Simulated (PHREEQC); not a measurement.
Dissolve 0.03 mol HF, 0.0015 mol KF and 0.0014 mol (NH4)2SiF6 per kg of water at 25 °C. Closed to the air; pH follows from the charge balance.

Equilibrium calculation in PHREEQC: ion-association model, wateq4f.dat.

```csv
quantity,before,after
pH,2.46,2.46
ionic strength (mol/kgw),0.00951,0.00666
HF (mol/kgw),0.0230,0.0231
F- (mol/kgw),0.00488,0.00483
H2F2 (mol/kgw),0.00138,0.00139
HF2- (mol/kgw),0.000432,0.000428
```

**Question.** Name the change that produced these shifts.
(A) diluted 10-fold with water
(B) (NH4)2SiF6 replaced by NaBF4 at the same molality
(C) KF replaced by CsF at the same molality
(D) temperature from 25 to 45 °C
(E) KF from 0.0015 to 0.015 mol/kgw

**Answer.** B, (NH4)2SiF6 replaced by NaBF4 at the same molality

No solid was allowed to form. wateq4f.dat counts part of the HF as a dimer, H2F2, which phreeqc.dat doesn't know; its constant is uncertain. SiF6-2 is the database's only silicon fluoride.
